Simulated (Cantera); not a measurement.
A perfectly stirred reactor is fed with CH₄ : CO : O₂ : N₂ = 1 : 0.3 : 4.39 : 16.5 (molar parts), equivalence ratio 0.49, at 450000 Pa; it is adiabatic with a 775 K inlet, and is followed from long to short residence time, starting on the burning branch (τ in s: 0.088, 0.029, 0.0095, 0.0031, 0.001, 0.00033, 0.00011, 3.6e-05, 1.2e-05, 3.8e-06).

Computed with Cantera and GRI-Mech 3.0 (53 species, 325 reactions).

Question: Predict: blow-out, bracketed by the residence times tried; x(CH₄) at τ = 88.0 ms; x(CO) at τ = 88.0 ms; x(O₂) at τ = 88.0 ms; x(CH₃) at τ = 88.0 ms; x(HCN) at τ = 88.0 ms; x(CH₄) at τ = 0.330 ms; x(CO) at τ = 0.330 ms; x(O₂) at τ = 0.330 ms; x(CH₃) at τ = 0.330 ms; x(HCN) at τ = 0.330 ms.

Answer: 
```json
{
 "blow_out_bracketed_by_the_residence_times_tried": "burning at 0.110 ms, out at 36.0 µs",
 "x(CH₄) at τ = 88.0 ms": "3.77e-6",
 "x(CO) at τ = 88.0 ms": "0.000120",
 "x(O₂) at τ = 88.0 ms": "0.101",
 "x(CH₃) at τ = 88.0 ms": "8.86e-7",
 "x(HCN) at τ = 88.0 ms": "6.43e-9",
 "x(CH₄) at τ = 0.330 ms": "0.000203",
 "x(CO) at τ = 0.330 ms": "0.00553",
 "x(O₂) at τ = 0.330 ms": "0.104",
 "x(CH₃) at τ = 0.330 ms": "3.66e-5",
 "x(HCN) at τ = 0.330 ms": "2.45e-8"
}
```
